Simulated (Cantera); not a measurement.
A freely propagating, adiabatic, planar premixed flame of H₂ : O₂ : N₂ = 1 : 0.25 : 0.94 (molar parts), equivalence ratio 2.0, unburnt at 348 K and 100000 Pa; mixture-averaged transport, grid criteria slope 0.08 and curve 0.16, no radiation.

Model: the H2/O2 subset of GRI-Mech 3.0, which has no nitrogen chemistry, integrated in Cantera. Burning velocities carry a grid error of a few per cent, more on coarse grids.

Task: What does this change do: 0.2 parts H2O added?

Result: 
```
quantity                    before     after
------------------------  --------  --------
laminar burning velocity  376 cm/s  306 cm/s
thermal thickness         0.351 mm  0.316 mm
peak x(H)                   0.0735    0.0519
peak x(OH)                 0.00338   0.00286
peak x(O)                  0.00304   0.00202
peak x(HO₂)               0.000448  0.000532
```

Task: What does this change do: O2 0.25 to 0.32 parts?

Result: 
```json
[
 {"quantity": "laminar burning velocity", "before": "376 cm/s", "after": "473 cm/s"},
 {"quantity": "thermal thickness", "before": "0.351 mm", "after": "0.341 mm"},
 {"quantity": "peak x(H)", "before": "0.0735", "after": "0.0931"},
 {"quantity": "peak x(OH)", "before": "0.00338", "after": "0.0112"},
 {"quantity": "peak x(O)", "before": "0.00304", "after": "0.00687"},
 {"quantity": "peak x(HO₂)", "before": "0.000448", "after": "0.000545"}
]
```

Task: What does this change do: H2 1 to 0.79 parts?

Result: 
```json
[
 {"quantity": "laminar burning velocity", "before": "376 cm/s", "after": "387 cm/s"},
 {"quantity": "thermal thickness", "before": "0.351 mm", "after": "0.348 mm"},
 {"quantity": "peak x(H)", "before": "0.0735", "after": "0.0765"},
 {"quantity": "peak x(OH)", "before": "0.00338", "after": "0.00750"},
 {"quantity": "peak x(O)", "before": "0.00304", "after": "0.00517"},
 {"quantity": "peak x(HO₂)", "before": "0.000448", "after": "0.000478"}
]
```
